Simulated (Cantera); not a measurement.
A perfectly stirred reactor is fed with 10.2 % NH₃, 89.5 % N₂, 0.346 % H₂, at 1.00 bar; it is held at 2075 K, and followed from long to short residence time.

Cantera simulation using the gas-phase N/H chemistry of the illustrative SiF4/NH3 mechanism in the Surface Chemkin manual (1991); the numbers are that mechanism's predictions, not measurements. Walls and surfaces, which speed up NH3 decomposition in real reactors, are not modelled.

Question: Predict: x(NH₃) at τ = 0.320 s; x(N₂) at τ = 0.320 s; x(N) at τ = 0.320 s; x(H₂) at τ = 0.320 s; x(NH₃) at τ = 15.0 ms; x(N₂) at τ = 15.0 ms; x(N) at τ = 15.0 ms; x(N₂H₄) at τ = 15.0 ms; x(H₂) at τ = 15.0 ms.

Answer: 
```json
{
 "x(NH₃) at τ = 0.320 s": "0.00632",
 "x(N₂) at τ = 0.320 s": "0.860",
 "x(N) at τ = 0.320 s": "1.31e-6",
 "x(H₂) at τ = 0.320 s": "0.133",
 "x(NH₃) at τ = 15.0 ms": "0.0567",
 "x(N₂) at τ = 15.0 ms": "0.879",
 "x(N) at τ = 15.0 ms": "1.27e-6",
 "x(N₂H₄) at τ = 15.0 ms": "2.08e-8",
 "x(H₂) at τ = 15.0 ms": "0.0643"
}
```
